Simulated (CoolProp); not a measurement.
The numbers come from the reference Helmholtz-energy equation of state, Aleksandrov 2011 in CoolProp. It is a short technical equation, of lower accuracy than the large ones.

Task: For n-undecane, give the phase and the cp (kJ/(kg K)), Joule-Thomson coefficient (K/MPa), isothermal compressibility (1/MPa) at 413.7 K and 1.39 MPa; 443.1 K and 0.0484 MPa; 281.1 K and 6.55 MPa.

Result: 
- 413.7 K and 1.39 MPa: liquid; cp 2.65, Joule-Thomson coefficient -0.285, isothermal compressibility 0.00245
- 443.1 K and 0.0484 MPa: gas; cp 2.32, Joule-Thomson coefficient 39.2, isothermal compressibility 21.6
- 281.1 K and 6.55 MPa: liquid; cp 2.16, Joule-Thomson coefficient -0.444, isothermal compressibility 0.000867
